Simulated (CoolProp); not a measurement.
Vapour-liquid equilibrium of benzene (1) + n-dodecane (2) at 0.0266 MPa; x and y are mole fractions of (1).

Model: multi-fluid Helmholtz-energy mixture model, Thol 2012 and Lemmon 2004; pair parameters Bell 2016, in CoolProp.

```json
[
 {"x": "0.05", "bubble temperature, mixture model (°C)": "138.1", "bubble temperature, Raoult's law (°C)": "131.0", "y, mixture model": "0.639", "y, Raoult's law": "0.728"},
 {"x": "0.2", "bubble temperature, mixture model (°C)": "(withheld)", "bubble temperature, Raoult's law (°C)": "88.0", "y, mixture model": "(withheld)", "y, Raoult's law": "0.966"},
 {"x": "0.35", "bubble temperature, mixture model (°C)": "(withheld)", "bubble temperature, Raoult's law (°C)": "70.7", "y, mixture model": "0.991", "y, Raoult's law": "0.989"},
 {"x": "0.5", "bubble temperature, mixture model (°C)": "(withheld)", "bubble temperature, Raoult's law (°C)": "60.4", "y, mixture model": "0.996", "y, Raoult's law": "0.996"},
 {"x": "0.65", "bubble temperature, mixture model (°C)": "(withheld)", "bubble temperature, Raoult's law (°C)": "53.2", "y, mixture model": "0.998", "y, Raoult's law": "0.998"},
 {"x": "0.8", "bubble temperature, mixture model (°C)": "47.4", "bubble temperature, Raoult's law (°C)": "47.8", "y, mixture model": "0.999", "y, Raoult's law": "0.999"},
 {"x": "0.95", "bubble temperature, mixture model (°C)": "43.4", "bubble temperature, Raoult's law (°C)": "43.4", "y, mixture model": "1.000", "y, Raoult's law": "1.000"}
]
```

Fill in the missing entries.


- 0.2, bubble temperature, mixture model (°C): 88.9
- 0.2, y, mixture model: 0.964
- 0.35, bubble temperature, mixture model (°C): 68.7
- 0.5, bubble temperature, mixture model (°C): 58.3
- 0.65, bubble temperature, mixture model (°C): 52.0

The largest gap from Raoult's law is +7.1 K in bubble temperature, at x = 0.05. No azeotrope shows between x = 0.05 and 0.95.

Pair parameters are fitted to limited data, so mixtures are less certain than the pure fluids. The gap from Raoult's law changes sign with composition, which may be real or a fault of the pair parameters; it wasn't checked against measurements.
